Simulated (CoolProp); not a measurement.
Vapour-liquid equilibrium of benzene (1) + cyclohexane (2) at 428.4 K; x and y are mole fractions of (1).

Values from CoolProp's multi-fluid Helmholtz-energy mixture model, Thol 2012 and Zhou 2014; pair parameters Bell 2016.

| x | bubble pressure, mixture model (bar) | bubble pressure, Raoult's law (bar) | y, mixture model | y, Raoult's law |
|---|---|---|---|---|
| 0.05 | 6.239 | 6.152 | 0.063 | 0.053 |
| 0.125 | 6.379 | 6.177 | 0.151 | 0.131 |
| 0.2 | 6.497 | 6.203 | 0.232 | 0.209 |
| 0.275 | 6.596 | 6.228 | 0.308 | 0.286 |
| 0.35 | 6.675 | 6.253 | 0.379 | 0.362 |
| 0.425 | 6.734 | 6.278 | 0.448 | 0.438 |
| 0.5 | 6.775 | 6.304 | 0.515 | 0.513 |
| 0.575 | 6.796 | 6.329 | 0.580 | 0.588 |
| 0.65 | 6.796 | 6.354 | 0.646 | 0.662 |
| 0.725 | 6.776 | 6.379 | 0.713 | 0.736 |
| 0.8 | 6.732 | 6.405 | 0.783 | 0.808 |
| 0.875 | 6.661 | 6.430 | 0.858 | 0.881 |
| 0.95 | 6.560 | 6.455 | 0.940 | 0.952 |

The largest gap from Raoult's law is +7.5 % in bubble pressure, at x = 0.5. y crosses x between x = 0.575 and 0.65: the model has an azeotrope there.

The pair parameters rest on a limited set of measurements; away from them the model extrapolates.
